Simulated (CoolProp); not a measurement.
Isohexane at several states: density (kg/m³) from the reference equation and from simpler models built on Tc = 497.7 K, pc = 3043 kPa, ω = 0.280; each cubic takes its own stable root.

Model: reference Helmholtz-energy equation of state, Lemmon 2006, in CoolProp. It is a short technical equation, of lower accuracy than the large ones.

```tsv
T (K)	p (kPa)	phase	reference
274.8	631	liquid	670.2
211.7	44.8	liquid	724.5
400.7	67.7	gas	1.780
171.3	162	liquid	759.7
290	4290	liquid	660.5
```

Q: How far does each simpler model (van der Waals, Redlich-Kwong) lie from the reference over these 5 states: mean and median of the absolute difference, and the worst?

A: 
- van der Waals: mean 32.0 %, median 39.7 %, worst -41.0 % at 171.3 K and 162 kPa
- Redlich-Kwong: mean 9.0 %, median 10.9 %, worst -12.0 % at 171.3 K and 162 kPa
